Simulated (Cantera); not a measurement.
Input: 1 mol PbO, 12 mol CO, 1.9 mol H₂, 1.4 mol C, equilibrated at 0.133 bar.

Equilibrium computed with Cantera from the NASA thermochemical tables; the gas is ideal and each condensed phase is pure. Candidate condensed phases: C, C₆H₆, C₇H₈, C₈H₁₈, H₂O, Pb, PbO, PbO₂, Pb₃O₄; 113 gas species. The numbers say what is thermodynamically allowed, not how fast it happens.

### Question
At 1498 K, list the 4 most abundant gas species with their mole fractions, and the condensed phases.

### Answer
CO 0.818, H₂ 0.119, Pb 0.0629, CO₂ 6.02e-5. Condensed: C(graphite).
